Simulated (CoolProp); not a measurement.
Values from CoolProp's reference Helmholtz-energy equation of state, Lemmon 2013.

**Question.** For propylene, give the phase and the density (kg/m³), cv (kJ/(kg K)), isothermal compressibility (1/MPa), conductivity (mW/(m K)) at -95.05 °C and 5.33 MPa; 76.45 °C and 5.33 MPa.

**Answer.** 
- -95.05 °C and 5.33 MPa: liquid; density 670, cv 1.34, isothermal compressibility 0.000997, conductivity 166
- 76.45 °C and 5.33 MPa: liquid; density 412, cv 1.74, isothermal compressibility 0.0274, conductivity 88.8

Thermal conductivity comes from a separate model (Huber 2003), an estimate that may be off by 10 % or more.
